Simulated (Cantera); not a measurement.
Mixture: 5.99 % C₂H₄, 18.0 % O₂, 70.1 % N₂, 5.99 % CO₂, equivalence ratio 1.0, at 2.70 bar, adiabatic and at constant volume. Ignition delay is the time to a rise of 400 K.

Model: GRI-Mech 3.0 (53 species, 325 reactions), integrated in Cantera. GRI-Mech 3.0 was tuned for natural gas; its chemistry of ethylene as a main component is partial and can be far from experiment.

Problem. Predict: delay at 1100 K; delay at 1200 K; delay at 1300 K; delay at 1400 K; delay at 1500 K; apparent activation energy between 1400 and 1500 K.

Solution. 
| Item | Value |
|---|---|
| delay at 1100 K | 12.1 ms |
| delay at 1200 K | 0.661 ms |
| delay at 1300 K | 72.3 µs |
| delay at 1400 K | 25.1 µs |
| delay at 1500 K | 13.7 µs |
| apparent activation energy between 1400 and 1500 K | 110 kJ/mol |
